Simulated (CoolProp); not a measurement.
Vapour-liquid equilibrium of R134a (1) + R141b (2) at -4.25 °C; x and y are mole fractions of (1).

Computed with CoolProp (multi-fluid Helmholtz-energy mixture model, Tillner-Roth 1994 and Lemmon 2006; pair parameters Bell 2016).

```tsv
x	bubble pressure, mixture model (kPa)	bubble pressure, Raoult's law (kPa)	y, mixture model	y, Raoult's law
0.05	42.22	34.43	0.475	0.364
0.125	69.05	51.47	0.699	0.608
0.2	93.27	68.52	0.792	0.731
0.275	114.8	85.56	0.842	0.805
0.35	133.7	102.6	0.874	0.854
0.425	150.2	119.6	0.896	0.889
0.5	164.8	136.7	0.913	0.916
0.575	178.0	153.7	0.927	0.936
0.65	190.2	170.8	0.939	0.953
0.725	202.1	187.8	0.950	0.966
0.8	214.0	204.9	0.962	0.977
0.875	226.6	221.9	0.974	0.987
0.95	240.3	239.0	0.989	0.995
```

The largest gap from Raoult's law is +36.1 % in bubble pressure, at x = 0.2. No azeotrope shows between x = 0.05 and 0.95.

Pair parameters are fitted to limited data, so mixtures are less certain than the pure fluids.
